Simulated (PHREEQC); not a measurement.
Make-up at 25 °C: 0.091 mmol/kgw CaSO4, 0.02 mmol/kgw CO2 and 1.3 mmol/kgw KCl. Closed to the air; pH follows from the charge balance.

All values are PHREEQC results (ion-association model, wateq4f.dat), not measurements.

Precipitation was switched off in this run.

Question: What pH does the model give?

Answer: pH 5.56.

Question: In which forms is S present?

Answer: SO4-2 98 %, CaSO4 1.2 %, KSO4- 0.7 % of the S.

Species that the database lacks are ignored.
